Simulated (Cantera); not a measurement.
A closed system holds: 1 mol SiC, 0.016 mol H2O, 290 mol N2, 0.039 mol O2, held at 1100 K and 7.50 Torr.

Cantera equilibrium calculation (NASA polynomials, part measured and part estimated; ideal gas, pure solids and liquids). Candidate condensed phases: C, C6H6, C7H8, C8H18, H2O, Si, SiC, SiO2, Si2N2O, Si3N4; 151 gas species. N2 is the only nitrogen source here; it is nearly inert below about 1500 K, so the nitride shown seldom forms there in practice. Mutual solubility and eutectic melting of coexisting phases are not modelled. Equilibrium is a limit: real reactors are often held back by kinetics, nucleation or transport.

Base state: N2 1.000, H2 5.52e-5 (mole fractions); condensed: C(graphite) + Si2N2O(s) + Si3N4(s).

Problem. What changes in the equilibrium state with this change: temperature from 1100 K to 2123.15 K?

Solution. 
| species | before | after |
|---|---|---|
| N2 | 1.000 | 0.998 |
| Si | <1e-9 | 0.00143 |
| CO | 1.32e-7 | 0.000320 |
| SiC2 | <1e-9 | 0.000102 |
| Si2C | <1e-9 | 6.40e-5 |
| H | 1.92e-9 | 6.15e-5 |
| C(graphite), mol | 1.000 | 0.302 |
| Si2N2O(s), mol | 0.0940 | 0 |
| Si3N4(s), mol | 0.271 | 0 |
| SiC(s), mol | 0 | 0.505 |
The tables' values for SiN are old estimates; treat these amounts as uncertain.

Problem. What changes in the equilibrium state with this change: temperature from 1100 K to 1850 K?

Solution. 
```csv
species,before,after
N2,1.000,0.999
CO,1.32e-7,0.000238
Si,<1e-9,0.000146
SiO,<1e-9,8.62e-5
H,1.92e-9,3.22e-5
"C(graphite), mol",1.000,0
"Si2N2O(s), mol",0.0940,0
"Si3N4(s), mol",0.271,0
"SiC(s), mol",0,0.928
```
